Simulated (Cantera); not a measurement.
# Thermodynamics of nitride etching, feed AlN + O2 + N2 + Cl2

Charge: 1 mol AlN, 0.15 mol O2, 12 mol N2, 0.021 mol Cl2, at 0.518 Torr.

Equilibrium computed with Cantera from the NASA thermochemical tables; the gas is ideal and each condensed phase is pure. Candidate condensed phases: Al, AlCl3, AlN, Al2O3; 24 gas species. Mutual solubility and eutectic melting of coexisting phases are not modelled. The tables' values for AlCl2 are old estimates; treat these amounts as uncertain. Condensed phases not in the tables: AlOCl. Rates play no part.

```csv
T (K),x N2,x Al,x Al2O,x AlCl,x AlCl3,x AlCl2,x Cl,x AlO,n AlN(s),n Al2O3(s)
923,0.999,<1e-12,<1e-12,1.03e-9,0.00115,6.47e-8,4.51e-10,<1e-12,0.786,0.100
1023,0.999,<1e-12,<1e-12,8.89e-8,0.00115,9.55e-7,6.86e-9,<1e-12,0.786,0.100
1123,0.999,<1e-12,<1e-12,3.42e-6,0.00115,8.62e-6,6.46e-8,<1e-12,0.786,0.100
1223,0.999,3.13e-11,<1e-12,7.08e-5,0.00110,5.25e-5,4.18e-7,<1e-12,0.785,0.100
1323,0.998,3.64e-9,2.15e-11,0.000821,0.000751,0.000193,1.83e-6,<1e-12,0.779,0.100
1423,0.997,2.15e-7,3.97e-9,0.00305,5.13e-5,0.000122,2.97e-6,1.92e-12,0.761,0.1000
1523,0.997,7.39e-6,3.64e-7,0.00343,2.36e-7,1.06e-5,1.64e-6,1.03e-10,0.758,0.1000
1623,0.996,0.000163,1.89e-5,0.00345,1.60e-9,1.04e-6,8.93e-7,3.33e-9,0.756,0.0999
1723,0.993,0.00251,0.000613,0.00344,1.91e-11,1.32e-7,5.20e-7,7.18e-8,0.717,0.0975
1823,0.954,0.0290,0.0138,0.00322,<1e-12,1.84e-8,2.99e-7,1.11e-6,0.141,0.0401
```
x: gas mole fraction; n: condensed amount in mol.

From 923 K to 1823 K the condensed part is AlN(s) + Al2O3(s). The main Al-bearing gas is AlCl3 at 923 K and Al at 1823 K.
